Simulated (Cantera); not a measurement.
Input: 1 mol MgO, 3 mol SO3, 0.15 mol CO2, equilibrated at 1623 K and 0.220 bar.

Equilibrium computed with Cantera from the NASA thermochemical tables; the gas is ideal and each condensed phase is pure. Candidate condensed phases: C, Mg, MgCO3, MgO, MgS, MgSO4, S; 26 gas species. Rates play no part.

Base state: SO2 0.643, O2 0.321, CO2 0.0323, SO3 0.00358, O 2.30e-5 (mole fractions); condensed: MgO(s).

Q: What changes in the equilibrium state with this change: MgO replaced by FeS?

A: 
```json
[
 {"species": "SO2", "before": "0.643", "after": "0.959"},
 {"species": "CO2", "before": "0.0323", "after": "0.0345"},
 {"species": "SO", "before": "5.31e-6", "after": "0.00383"},
 {"species": "O2", "before": "0.321", "after": "1.38e-6"},
 {"species": "S2", "before": "<1e-9", "after": "0.000495"},
 {"species": "S2O", "before": "<1e-9", "after": "0.000109"},
 {"species": "MgO(s), mol", "before": "1.00", "after": "0"},
 {"species": "FeO(s), mol", "before": "0", "after": "0.903"},
 {"species": "Fe3O4(s), mol", "before": "0", "after": "0.0324"}
]
```
Mutual solubility and eutectic melting of coexisting phases are not modelled. The tables' stoichiometric FeO is somewhat more stable than real wüstite, so its field is too wide. FeO: taken at fixed stoichiometry. Further candidate phases: Fe, Fe(CO)5, FeO, FeS, FeSO4, FeS2, Fe2O3, Fe2(SO4)3, Fe3O4.
